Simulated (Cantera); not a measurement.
Catalytic combustion on Pt

An isothermal plug-flow reactor at 973 K and 1.00 bar (inlet), inlet velocity 1.6 m/s, active area per volume 5300 1/m; feed 0.739 % CH4, 10.8 % O2, 88.5 % N2, equivalence ratio 0.14.

Cantera simulation using Deutschmann's 1995 Pt surface mechanism with GRI-Mech 3.0 gas chemistry; the numbers are that mechanism's predictions, not measurements. Catalytic surfaces can have several steady states; this one follows from the mechanism file's or the stated starting coverage. Mass transfer to the wall is taken as infinitely fast.

```csv
z (m),x CH4,x O2,x H2O,x CO2,x CO,θ free Pt,θ O*,θ OH*
0.00032,0.00704,0.107,0.000718,0.000356,3.04e-6,0.168,0.832,0.000515
0.00053,0.00681,0.106,0.00117,0.000582,2.94e-6,0.168,0.831,0.000648
0.00089,0.00644,0.106,0.00191,0.000954,2.78e-6,0.168,0.831,0.000822
0.0015,0.00585,0.104,0.00309,0.00154,2.53e-6,0.168,0.830,0.00104
0.0025,0.00500,0.103,0.00479,0.00239,2.17e-6,0.169,0.830,0.00129
0.0041,0.00387,0.101,0.00703,0.00351,1.68e-6,0.170,0.829,0.00156
0.0069,0.00247,0.0977,0.00984,0.00492,1.08e-6,0.171,0.827,0.00185
0.011,0.00127,0.0953,0.0122,0.00612,5.54e-7,0.172,0.826,0.00207
0.019,0.000339,0.0935,0.0141,0.00704,1.49e-7,0.172,0.826,0.00222
0.032,3.93e-5,0.0929,0.0147,0.00734,1.76e-8,0.172,0.825,0.00227
```
x: gas mole fraction; θ: surface coverage.
